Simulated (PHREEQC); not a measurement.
Make-up at 25 °C: 0.24 mol/kgw H2SO4, 0.099 mol/kgw CaCl2 and 0.0007 mol/kgw CuCl2. Closed to the air; pH follows from the charge balance.

Equilibrium calculation in PHREEQC: ion-association model, wateq4f.dat.

No solid was allowed to form.

**Question.** Estimate the pH.

**Answer.** pH 0.67.

**Question.** In which forms is Cu present?

**Answer.** Cu+2 72 %, CuSO4 18 %, CuCl+ 9.5 % of the Cu.

Saturation is exceeded, for instance for Gypsum; the values hold only as long as no solid forms. Complexes and solids missing from the database can't appear.
